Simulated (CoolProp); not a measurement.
A simple Rankine cycle with hexamethyldisiloxane (MM): condensing at 305.15 K, boiler at 0.222 MPa, turbine inlet 418.2 K, turbine efficiency 0.9, pump efficiency 0.7, no recuperator. Each further row changes one setting.

Values from CoolProp's reference Helmholtz-energy equation of state, Thol 2016.

```json
[
 {"case": "as stated", "thermal efficiency (%)": "14.5", "net work (kJ/kg)": "58.8", "heat in (kJ/kg)": "406", "turbine exit temperature (K)": "380.6", "volume ratio over the turbine": "28.2"},
 {"case": "turbine inlet 438.2 K", "thermal efficiency (%)": "14.0", "net work (kJ/kg)": "62.1", "heat in (kJ/kg)": "443", "turbine exit temperature (K)": "400.4", "volume ratio over the turbine": "27.9"},
 {"case": "condensing temperature 297.15 K", "thermal efficiency (%)": "15.6", "net work (kJ/kg)": "65.6", "heat in (kJ/kg)": "421", "turbine exit temperature (K)": "376.6", "volume ratio over the turbine": "41.6"},
 {"case": "boiler pressure 0.155 MPa", "thermal efficiency (%)": "13.1", "net work (kJ/kg)": "53.4", "heat in (kJ/kg)": "408", "turbine exit temperature (K)": "385.2", "volume ratio over the turbine": "19.3"},
 {"case": "turbine efficiency 0.8", "thermal efficiency (%)": "12.9", "net work (kJ/kg)": "52.2", "heat in (kJ/kg)": "406", "turbine exit temperature (K)": "384.4", "volume ratio over the turbine": "28.5"}
]
```
